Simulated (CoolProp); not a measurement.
Vapour-liquid equilibrium of R22 (1) + R134a (2) at 235 kPa; x and y are mole fractions of (1).

Values from CoolProp's multi-fluid Helmholtz-energy mixture model, Kamei 1995 and Tillner-Roth 1994; pair parameters Bell 2016.

```
x      bubble temperature (K)  y at the bubble point  dew temperature at overall composition x (K)  liquid density (mol/L)
-----  ----------------------  ---------------------  --------------------------------------------  ----------------------
0.05                    266.0                  0.090                                         266.5                   13.01
0.125                   264.3                  0.210                                         265.5                   13.19
0.2                (withheld)                  0.315                                         264.4              (withheld)
0.275                   261.3                  0.407                                         263.3                   13.57
0.35                    260.1                  0.490                                         262.2                   13.77
0.425                   258.9                  0.565                                    (withheld)                   13.96
0.5                     257.8                  0.633                                    (withheld)                   14.16
0.575                   256.8                  0.697                                         258.7                   14.36
0.65                    255.8             (withheld)                                         257.5                   14.57
0.725                   254.9                  0.812                                         256.3                   14.78
0.8                     254.1                  0.866                                         255.1                   15.00
0.875                   253.3                  0.917                                         254.0                   15.23
0.95                    252.5                  0.967                                         252.8                   15.46
```

Task: Complete the blanks.

Result: 
- 0.2, bubble temperature (K): 262.7
- 0.2, liquid density (mol/L): 13.38
- 0.425, dew temperature at overall composition x (K): 261.1
- 0.5, dew temperature at overall composition x (K): 259.9
- 0.65, y at the bubble point: 0.756

No azeotrope shows between x = 0.05 and 0.95.

Pair parameters are fitted to limited data, so mixtures are less certain than the pure fluids.
